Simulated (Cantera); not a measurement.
Feed: 1 mol B2O3, 0.86 mol NF3, at 1.33 mbar.

These are equilibrium values from Cantera (NASA tables, ideal gas, pure condensed phases), not measurements of a reactor. Candidate condensed phases: B, BN, B2O3; 31 gas species. Equilibrium is a limit: real reactors are often held back by kinetics, nucleation or transport. All values below are at 1052 °C.

Base state: BOF 0.484, O2 0.226, N2 0.150, BF3 0.122, B3O3F3 0.0173, B2O3 0.000275, NO 0.000210, BOF2 0.000112 (mole fractions); condensed: B2O3(l).

Q: What changes in the equilibrium state with this change: NF3 from 0.86 to 1.6 mol?

A: 
```csv
species,before,after
BF3,0.122,0.350
O2,0.226,0.300
N2,0.150,0.200
BOF,0.484,0.149
B3O3F3,0.0173,0.000500
B2O3,0.000275,2.79e-6
BO2,3.34e-5,3.61e-6
NO,0.000210,0.000280
BOF2,0.000112,0.000113
"B2O3(l), mol",0.0593,0
```
